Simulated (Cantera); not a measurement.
Input: 1 mol MgSO4, 0.076 mol CO2, 3.4 mol H2, at 1350 K and 55.0 Pa.

Cantera equilibrium calculation (NASA polynomials, part measured and part estimated; ideal gas, pure solids and liquids). Candidate condensed phases: C, C6H6, C7H8, C8H18, H2O, H2SO4, Mg, MgCO3, MgO, Mg(OH)2, MgS, MgSO4, S; 130 gas species. Kinetics and transport are ignored.

Base state: H2O 0.610, H2 0.210, S2 0.0822, SO2 0.0643, H2S 0.0115, CO2 0.0111, CO 0.00749, SO 0.00259 (mole fractions); condensed: MgO(s).

Question: What changes in the equilibrium state with this change: 0.14 mol O2 added?

Answer: 
| species | before | after |
|---|---|---|
| H2O | 0.610 | 0.629 |
| H2 | 0.210 | 0.183 |
| SO2 | 0.0643 | 0.0839 |
| H2S | 0.0115 | 0.00940 |
| S2 | 0.0822 | 0.0720 |
| CO2 | 0.0111 | 0.0117 |
| COS | 1.33e-5 | 1.11e-5 |
| SH | 0.00110 | 0.000960 |
| CO | 0.00749 | 0.00669 |
| MgO(s), mol | 1.00 | 1.00 |

Question: What changes in the equilibrium state with this change: CO2 from 0.076 to 0.04 mol?

Answer: 
| species | before | after |
|---|---|---|
| H2O | 0.610 | 0.614 |
| H2 | 0.210 | 0.213 |
| S2 | 0.0822 | 0.0834 |
| CO2 | 0.0111 | 0.00587 |
| CO | 0.00749 | 0.00400 |
| H2S | 0.0115 | 0.0117 |
| SO2 | 0.0643 | 0.0638 |
| COS | 1.33e-5 | 7.16e-6 |
| SH | 0.00110 | 0.00111 |
| S | 7.20e-5 | 7.25e-5 |
| MgO(s), mol | 1.00 | 1.00 |

Question: What changes in the equilibrium state with this change: temperature from 1350 K to 775 K?

Answer: 
```csv
species,before,after
H2O,0.610,0.772
H2S,0.0115,0.124
S2,0.0822,0.0642
H2,0.210,0.00680
SO2,0.0643,0.0125
CO2,0.0111,0.0201
S,7.20e-5,<1e-9
H,4.65e-5,<1e-9
SO,0.00259,3.46e-7
SH,0.00110,1.26e-6
"MgO(s), mol",1.00,1.00
```
Gases not in the tables: S3 to S7.
